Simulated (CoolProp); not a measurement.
CH2F2 (R32) along the isobar 26600 kPa: density (kg/m³) from the reference equation and from simpler models built on Tc = 351.3 K, pc = 5783 kPa, ω = 0.277; each cubic takes its own stable root.

Model: reference Helmholtz-energy equation of state, Tillner-Roth 1997, in CoolProp.

| T (K) | phase | reference |
|---|---|---|
| 278.6 | liquid | 1114 |
| 298.1 | liquid | 1063 |
| 317.7 | liquid | 1009 |
| 337.2 | liquid | 953.0 |
| 356.8 | supercritical | 893.2 |
| 376.3 | supercritical | 830.3 |
| 395.9 | supercritical | 763.9 |
| 415.4 | supercritical | 696.0 |
| 435 | supercritical | 628.6 |

Question: How far does each simpler model (van der Waals, Redlich-Kwong, Soave-Redlich-Kwong, Peng-Robinson) lie from the reference over these 9 states: mean and median of the absolute difference, and the worst?

Answer: 
- van der Waals: mean 36.1 %, median 37.7 %, worst -43.7 % at 278.6 K and 26600 kPa
- Redlich-Kwong: mean 20.0 %, median 21.1 %, worst -22.7 % at 278.6 K and 26600 kPa
- Soave-Redlich-Kwong: mean 21.2 %, median 21.1 %, worst -21.8 % at 395.9 K and 26600 kPa
- Peng-Robinson: mean 12.7 %, median 12.6 %, worst -14.5 % at 415.4 K and 26600 kPa
